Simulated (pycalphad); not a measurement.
CALPHAD calculation (pycalphad, COST 507 light-alloy database (1999)), 1 atm. The database dates from 1999; later assessments differ in places, in temperatures and in the compounds included. Kinetics are ignored, which matters at the lower temperatures.

Molar enthalpy of Hf-73.2B (at.%) in equilibrium (SER reference):

```
T (K)  H (kJ/mol)               phases
-----  ----------  -------------------
3900       119.26               LIQUID
3750       114.04               LIQUID
3675       111.43               LIQUID
3600        97.51         LIQUID + B2M
3450        41.07         B2M + LIQUID
3300        23.99         B2M + LIQUID
3150        13.23         B2M + LIQUID
3000         4.89         B2M + LIQUID
2850        -2.18         B2M + LIQUID
2700        -8.47         B2M + LIQUID
2550       -14.20         B2M + LIQUID
2400       -19.50         B2M + LIQUID
2325       -32.35  B2M + BETA_RHOMBO_B
2250       -34.61  B2M + BETA_RHOMBO_B
2100       -39.08  B2M + BETA_RHOMBO_B
1950       -43.49  B2M + BETA_RHOMBO_B
1800       -47.84  B2M + BETA_RHOMBO_B
1650       -52.12  B2M + BETA_RHOMBO_B
1500       -56.33  B2M + BETA_RHOMBO_B
1350       -60.47  B2M + BETA_RHOMBO_B
1200       -64.53  B2M + BETA_RHOMBO_B
1050       -68.50  B2M + BETA_RHOMBO_B
900        -72.35  B2M + BETA_RHOMBO_B
750        -76.08  B2M + BETA_RHOMBO_B
600        -79.62  B2M + BETA_RHOMBO_B
```

Cooling from 3675 K to 2325 K, across the freezing range, releases 143.8 kJ/mol, or 2580 J/g. The slope is 35 J/(mol K) in the liquid and 30 J/(mol K) just below the solidus, where it includes any heat of precipitation. Liquidus 3609 K, solidus 2338 K. Changes were sought between steps of 75 K, so a narrower field can be missed.

Database names, with the compositions (at.%) that they take in these runs: B2M: B 67 Hf 33. BETA_RHOMBO_B is β-boron.
